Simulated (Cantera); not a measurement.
Mixture: CH4 : C2H6 : C3H8 : O2 : N2 = 1 : 0.082 : 1.1 : 11.5 : 77.9 (molar parts), at 5.00 bar, adiabatic and at constant volume. Ignition delay is the time to a rise of 400 K.

Detailed kinetics in Cantera: GRI-Mech 3.0 (53 species, 325 reactions). GRI-Mech 3.0 was tuned for natural gas; its chemistry of propane as a main component is partial and can be far from experiment. Where the delays flatten at high temperature, the 400 K rule measures the pace of heat release, not the induction time.

Question: What does this change do: pressure from 5.00 bar to 1.01 bar?

Answer: 
```csv
quantity,before,after
delay at 1300 K,0.590 ms,1.32 ms
delay at 1500 K,43.7 µs,0.109 ms
delay at 1700 K,8.80 µs,27.5 µs
delay at 1900 K,3.41 µs,12.6 µs
delay at 2100 K,1.91 µs,7.87 µs
```

Question: What does this change do: 5.8 parts H2 added?

Answer: 
```json
[
 {"quantity": "delay at 1300 K", "before": "0.590 ms", "after": "0.110 ms"},
 {"quantity": "delay at 1500 K", "before": "43.7 µs", "after": "19.2 µs"},
 {"quantity": "delay at 1700 K", "before": "8.80 µs", "after": "5.31 µs"},
 {"quantity": "delay at 1900 K", "before": "3.41 µs", "after": "2.30 µs"},
 {"quantity": "delay at 2100 K", "before": "1.91 µs", "after": "1.34 µs"},
 {"quantity": "apparent activation energy between 2000 and 2200 K", "before": "82 kJ/mol", "after": "81 kJ/mol"}
]
```
